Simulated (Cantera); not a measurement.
**Si + HBr (silicon etching in halogen gases)**

Feed: 1 mol Si, 3.1 mol HBr.

These are equilibrium values from Cantera (NASA tables, ideal gas, pure condensed phases), not measurements of a reactor. Candidate condensed phases: Br2, Si; 19 gas species. The tables' values for SiBr3 are old estimates. Equilibrium is a limit: real reactors are often held back by kinetics, nucleation or transport.

Task: Map the stable condensed phases over T = 873, 973, 1073, 1173, 1273, 1373, 1473, 1573, 1673 K and P in Pa = 1, 4.2, 18, 75, 320, 1300, 5600, 24000, 100000.

Result: 
```
T in K \ P in Pa
              1    4.2     18     75    320   1300   5600  24000 100000
   1673       A      A      A      B      B      B      B      B      B
   1573       A      A      B      B      B      B      B      B      B
   1473       A      B      B      B      B      B      B      B      A
   1373       B      B      B      B      B      B      A      A      A
   1273       B      B      B      B      B      A      A      A      A
   1173       B      B      B      A      A      A      A      A      A
   1073       B      A      A      A      A      A      A      A      A
    973       A      A      A      A      A      A      A      A      A
    873       A      A      A      A      A      A      A      A      A
```
A: Si; B: gas only.
